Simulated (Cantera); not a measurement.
## Aluminium nitride and oxide growth: Al(CH3)3 + N2 + H2 + N2O

Feed: 1 mol Al(CH3)3, 0.64 mol N2, 3.2 mol H2, 47 mol N2O, at 2175 K and 0.0825 Torr.

These are equilibrium values from Cantera (NASA tables, ideal gas, pure condensed phases), not measurements of a reactor. Candidate condensed phases: Al, AlN, Al2O3, C, C6H6, C7H8, C8H18, H2O; 148 gas species. The feed counts by its element totals alone. The numbers say what is thermodynamically allowed, not how fast it happens.

```
Item                                       Result
--------------------------------------  ---------
x(N2)                                       0.572
x(O2)                                       0.163
x(O)                                       0.0888
x(H)                                       0.0474
x(H2O)                                     0.0452
x(OH)                                      0.0277
x(CO)                                      0.0197
x(CO2)                                     0.0165
x(H2)                                      0.0104
n(Al2O3(s))                             0.496 mol
gas amount                              82.67 mol
log10 activity of Al(l) (absent)            -8.17
log10 activity of C(graphite) (absent)     -10.51
```
